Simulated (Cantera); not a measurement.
Source: NASA polynomial tables (part measured, part estimated), evaluated in Cantera. Values are per mole of reaction as written; species without (g) are pure solids or liquids, kept so even where they would boil at 1 bar.

AlCl₃ ⇌ AlCl(g) + Cl₂(g)

```
T (K)  ΔH° (kJ)  ΔS° (J/K)  ΔG° (kJ)  log10 K  condensed phases
-----  --------  ---------  --------  -------  ----------------
423           ?          ?         ?        ?          AlCl₃(s)
448           ?          ?         ?        ?          AlCl₃(s)
473           ?          ?         ?        ?          AlCl₃(l)
498       612.4      250.0     487.9   -51.18          AlCl₃(l)
523           ?          ?         ?        ?          AlCl₃(l)
548       609.8      245.0     475.5   -45.33          AlCl₃(l)
573       608.5      242.6     469.4   -42.79          AlCl₃(l)
```

Problem. What belongs in the gaps?

Solution. 
- 423, ΔH° (kJ): 650.9
- 423, ΔS° (J/K): 332.6
- 423, ΔG° (kJ): 510.2
- 423, log10 K: -63.00
- 448, ΔH° (kJ): 650.1
- 448, ΔS° (J/K): 330.8
- 448, ΔG° (kJ): 501.9
- 448, log10 K: -58.52
- 473, ΔH° (kJ): 613.8
- 473, ΔS° (J/K): 252.8
- 473, ΔG° (kJ): 494.2
- 473, log10 K: -54.58
- 523, ΔH° (kJ): 611.1
- 523, ΔS° (J/K): 247.4
- 523, ΔG° (kJ): 481.7
- 523, log10 K: -48.11
